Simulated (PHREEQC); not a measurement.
Synthetic water in mg/kgw, 35 °C, pH 6.93, pe 11.6:

```csv
constituent,mg/kgw
Na,39.9
K,0.000172
Ca,3.84
Mg,187
Cl,338
S(6) as SO4,146
Alkalinity as HCO3,251
Li,0.0126
```

Valence states are taken as typed.

Equilibrium calculation in PHREEQC: ion-association model, phreeqc.dat.

**Question.** The ionic strength comes out as 0.0235 mol/kgw. What activity coefficients do Na+, CO3-2, Cl-, HCO3-, MgHCO3+ get?

**Answer.** Na+ 0.86, CO3-2 0.56, Cl- 0.86, HCO3- 0.87, MgHCO3+ 0.86.

This is a speciation only: nothing precipitates in the calculation.
